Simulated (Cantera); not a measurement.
# FeS + H₂ + H₂O (hydrogen reduction and annealing atmospheres)

Feed: 1 mol FeS, 2 mol H₂, 0.45 mol H₂O, at 1748.15 K and 560 Pa.

Cantera equilibrium calculation (NASA polynomials, part measured and part estimated; ideal gas, pure solids and liquids). Candidate condensed phases: Fe, FeO, Fe(OH)₂, Fe(OH)₃, FeS, FeSO₄, FeS₂, Fe₂O₃, Fe₂(SO₄)₃, Fe₃O₄, H₂O, H₂SO₄, S; 22 gas species. Metal and sulfide melt together well below either melting point, which pure phases cannot show. Mutual solubility and eutectic melting of coexisting phases are not modelled. FeS: taken at fixed stoichiometry. Rates play no part.

- x(H₂): 0.751
- x(H₂O): 0.167
- x(S₂): 0.0485
- x(H₂S): 0.0160
- x(SH): 0.00719
- x(H): 0.00265
- x(Fe): 0.00242
- x(SO): 0.00229
- x(SO₂): 0.00153
- n(Fe(δ)): 0.321 mol
- n(FeS(l)): 0.672 mol
- gas amount: 2.610 mol
- log10 activity of S(l) (absent): -3.21
